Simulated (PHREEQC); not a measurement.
NaOH is added in steps, without added water, to 1 kg of water holding 0.02 mol NaH2PO4 and 0.00013 mol HCl, at 19 °C. Oxygen is held at 0.21 atm. No CO2 enters from the air. Only these solids could form: Halite.

Base run: PHREEQC, ion-association model, wateq4f.dat. Each further column changes one thing. The table gives PO4-3 (mol/kgw).

```csv
NaOH added (mol),base,metal-ligand complexes left out,Debye-Hückel limiting law,Davies equation for every ion,database phreeqc.dat
0,6.01e-13,6.06e-13,?,6.18e-13,6.29e-13
0.005156,1.45e-8,1.53e-8,1.61e-8,1.47e-8,1.55e-8
0.01134,1.28e-7,1.36e-7,?,1.30e-7,1.39e-7
0.0165,6.74e-7,7.20e-7,?,6.84e-7,7.45e-7
0.02166,0.00110,0.00112,?,0.00112,0.00114
0.02784,0.00526,0.00532,?,0.00532,0.00545
0.033,0.00824,0.00834,?,0.00833,0.00857
```

Problem. What belongs in the gaps?

Solution. 
- 0, Debye-Hückel limiting law: 7.36e-13
- 0.01134, Debye-Hückel limiting law: 1.46e-7
- 0.0165, Debye-Hückel limiting law: 7.95e-7
- 0.02166, Debye-Hückel limiting law: 0.00121
- 0.02784, Debye-Hückel limiting law: 0.00589
- 0.033, Debye-Hückel limiting law: 0.00938

H3PO4, which wateq4f.dat lacks, is added to it with the constant of phreeqc.dat.  phreeqc.dat and wateq4f.dat share most of their constants, so their agreement is no independent check.
